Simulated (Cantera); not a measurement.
A perfectly stirred reactor is fed with 6.98 % H₂, 23.3 % O₂, 69.8 % N₂, equivalence ratio 0.15, at 23000 Pa; it is held at 975 K, and followed from long to short residence time.

Cantera simulation using the H2/O2 subset of GRI-Mech 3.0, which has no nitrogen chemistry; the numbers are that mechanism's predictions, not measurements. The temperature is held fixed by assumption; the heat of reaction is taken as removed at once.

Problem. Predict: x(H₂) at τ = 23.0 s; x(O₂) at τ = 23.0 s; x(OH) at τ = 23.0 s; x(HO₂) at τ = 23.0 s; x(H₂O₂) at τ = 23.0 s; x(H₂) at τ = 0.260 s; x(O₂) at τ = 0.260 s; x(OH) at τ = 0.260 s; x(HO₂) at τ = 0.260 s; x(H₂O₂) at τ = 0.260 s.

Solution. 
```
Property                 Result
----------------------  -------
x(H₂) at τ = 23.0 s     9.78e-5
x(O₂) at τ = 23.0 s       0.205
x(OH) at τ = 23.0 s     9.18e-6
x(HO₂) at τ = 23.0 s    2.22e-6
x(H₂O₂) at τ = 23.0 s   2.86e-7
x(H₂) at τ = 0.260 s    0.00141
x(O₂) at τ = 0.260 s      0.205
x(OH) at τ = 0.260 s    5.12e-5
x(HO₂) at τ = 0.260 s   1.58e-5
x(H₂O₂) at τ = 0.260 s  1.86e-6
```
